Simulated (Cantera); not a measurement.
CH2F2 + HCl (fluorocarbon and chlorocarbon gases)

Input: 1 mol CH2F2, 0.15 mol HCl, held at 2900 K.

Equilibrium computed with Cantera from the NASA thermochemical tables; the gas is ideal and each condensed phase is pure. Candidate condensed phases: C, C6H6, C7H8, C8H18; 118 gas species. Rates play no part.

```json
[
 {"P (Pa)": "1", "log p HF": "-6.66", "log p H": "-5.40", "log p F": "-5.43", "log p C": "-5.79", "log p C3": "-7.20", "log p Cl": "-6.53", "log p HCl": "-9.88", "log p CF": "-7.53", "log p C2": "-7.13", "log p H2": "-8.91", "n C(graphite)": "0"},
 {"P (Pa)": "10", "log p HF": "-4.79", "log p H": "-4.45", "log p F": "-4.51", "log p C": "-5.17", "log p C3": "-5.34", "log p Cl": "-5.44", "log p HCl": "-7.85", "log p CF": "-5.99", "log p C2": "-5.89", "log p H2": "-7.02", "n C(graphite)": "0"},
 {"P (Pa)": "100", "log p HF": "-3.33", "log p H": "-3.69", "log p F": "-3.82", "log p C": "-4.75", "log p C3": "-4.07", "log p Cl": "-4.34", "log p HCl": "-5.98", "log p CF": "-4.87", "log p C2": "-5.04", "log p H2": "-5.50", "n C(graphite)": "0"},
 {"P (Pa)": "1000", "log p HF": "-2.12", "log p H": "-3.01", "log p F": "-3.28", "log p C": "-4.72", "log p C3": "-3.99", "log p Cl": "-3.26", "log p HCl": "-4.22", "log p CF": "-4.31", "log p C2": "-4.99", "log p H2": "-4.14", "n C(graphite)": "0.895"},
 {"P (Pa)": "10000", "log p HF": "-1.06", "log p H": "-2.41", "log p F": "-2.82", "log p C": "-4.72", "log p C3": "-3.99", "log p Cl": "-2.34", "log p HCl": "-2.70", "log p CF": "-3.85", "log p C2": "-4.99", "log p H2": "-2.94", "n C(graphite)": "0.984"},
 {"P (Pa)": "100000", "log p HF": "-0.04", "log p H": "-1.92", "log p F": "-2.30", "log p C": "-4.72", "log p C3": "-3.99", "log p Cl": "-1.54", "log p HCl": "-1.41", "log p CF": "-3.33", "log p C2": "-4.99", "log p H2": "-1.96", "n C(graphite)": "0.995"}
]
```
log p: log10 of the partial pressure in bar; n: condensed amount in mol.

From 1.00 Pa to 1.00 mbar nothing is condensed. From 10.0 mbar to 1.00 bar the condensed part is C(graphite). The main C-bearing gas is C at 1.00 Pa and C2H2 (acetylene) at 1.00 bar.
